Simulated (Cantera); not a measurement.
A closed system holds: 1 mol CuO, 820 mol H2, held at 6.50 mbar.

These are equilibrium values from Cantera (NASA tables, ideal gas, pure condensed phases), not measurements of a reactor. Candidate condensed phases: Cu, CuO, Cu(OH)2, Cu2O, H2O; 12 gas species. Kinetics and transport are ignored.

### Question
Which condensed phases are stable at each of these points (T (K)): 1300, 1350, 1400, 1450, 1500, 1550, 1600, 1650, 1700, 1750, 1800, 1850, 1900?

### Answer
```tsv
T (K)	condensed phases	Cu condensed (%)
1300	Cu(s)	98.0
1350	Cu(s)	93.8
1400	Cu(l)	83.0
1450	Cu(l)	56.6
1500	gas only	0.0
1550	gas only	0.0
1600	gas only	0.0
1650	gas only	0.0
1700	gas only	0.0
1750	gas only	0.0
1800	gas only	0.0
1850	gas only	0.0
1900	gas only	0.0
```

From 1300 K to 1350 K the condensed part is Cu(s). From 1400 K to 1450 K the condensed part is Cu(l). From 1500 K to 1900 K nothing is condensed.
